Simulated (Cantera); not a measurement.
## Thermodynamics of carbothermic reduction, feed Cu2O + C + N2

Charge: 1 mol Cu2O, a varied amount of C, 0.12 mol N2, held at 1600 K and 0.00200 bar.

Method: chemical equilibrium by Gibbs-energy minimisation in Cantera with the NASA 1993 tables (ideal gas, pure condensed phases). Candidate condensed phases: C, Cu, CuO, Cu2O; 27 gas species. Kinetics and transport are ignored.

```
n(C) (mol)   x CO    x CO2   x N2    x Cu    x Cu2     x NO  n Cu(l)  n C(graphite)
----------  -----  -------  -----  ------  -------  -------  -------  -------------
0.71        0.496    0.342  0.142  0.0199  1.42e-5  5.51e-7     1.98              0
0.98        0.855   0.0178  0.107  0.0199  1.42e-5  1.44e-8     1.98              0
1.2         0.875  4.45e-7  0.105  0.0199  1.42e-5   <1e-12     1.98          0.200
1.5         0.875  4.45e-7  0.105  0.0199  1.42e-5   <1e-12     1.98          0.500
1.8         0.875  4.45e-7  0.105  0.0199  1.42e-5   <1e-12     1.98          0.800
2.1         0.875  4.45e-7  0.105  0.0199  1.42e-5   <1e-12     1.98           1.10
2.3         0.875  4.45e-7  0.105  0.0199  1.42e-5   <1e-12     1.98           1.30
2.6         0.875  4.45e-7  0.105  0.0199  1.42e-5   <1e-12     1.98           1.60
2.9         0.875  4.45e-7  0.105  0.0199  1.42e-5   <1e-12     1.98           1.90
3.1         0.875  4.45e-7  0.105  0.0199  1.42e-5   <1e-12     1.98           2.10
3.4         0.875  4.45e-7  0.105  0.0199  1.42e-5   <1e-12     1.98           2.40
```
x: gas mole fraction; n: condensed amount in mol.

From 0.71 mol C to 0.98 mol C the condensed part is Cu(l). From 1.2 mol C to 3.4 mol C the condensed part is C(graphite) + Cu(l). The main Cu-bearing gas is Cu throughout.
